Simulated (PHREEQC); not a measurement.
Consider water at 20 °C with 18 mmol/kgw HBr, 0.051 mmol/kgw FeSO4 and 40 mmol/kgw CaBr2. It is in equilibrium with CO2 at log p = -2 (atm). Otherwise closed; pH follows from the charge balance.

Model: ion-association model, phreeqc.dat, run in PHREEQC.

Precipitation was switched off in this run.

**Question.** Order these S species by the share of S that they hold, largest first: CaSO4, SO4-2, CaHSO4+, HSO4-.

**Answer.** SO4-2 (41 %), CaSO4 (33 %), HSO4- (23 %), CaHSO4+ (3.9 %)

The pH is 1.83 and the ionic strength 0.138 mol/kgw.
